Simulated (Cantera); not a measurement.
A closed system holds: 1 mol SiCl4, 0.072 mol O2, 22 mol H2, equilibrated at 4.80 mbar.

Cantera equilibrium calculation (NASA polynomials, part measured and part estimated; ideal gas, pure solids and liquids). Candidate condensed phases: H2O, Si, SiO2; 30 gas species. Mutual solubility and eutectic melting of coexisting phases are not modelled. The tables' values for SiCl3 are old estimates; treat these amounts as uncertain. The numbers say what is thermodynamically allowed, not how fast it happens. All values below are at 1100 K.

Base state: H2 0.905, HCl 0.0612, SiCl4 0.0177, SiCl2 0.00843, SiHCl3 0.00386, SiCl3 0.00328, SiH2Cl2 0.000101 (mole fractions); condensed: Si(s) + SiO2(β-quartz).

Task: What changes in the equilibrium state with this change: pressure from 4.80 mbar to 20.0 Pa?

Result: 
```csv
species,before,after
H2,0.905,0.874
HCl,0.0612,0.0959
SiCl2,0.00843,0.0214
SiCl4,0.0177,0.00476
SiO,4.80e-6,0.000115
SiH2Cl2,0.000101,1.03e-5
SiHCl3,0.00386,0.000640
SiCl3,0.00328,0.00271
"Si(s), mol",0.145,0.223
"SiO2(β-quartz), mol",0.0719,0.0706
```
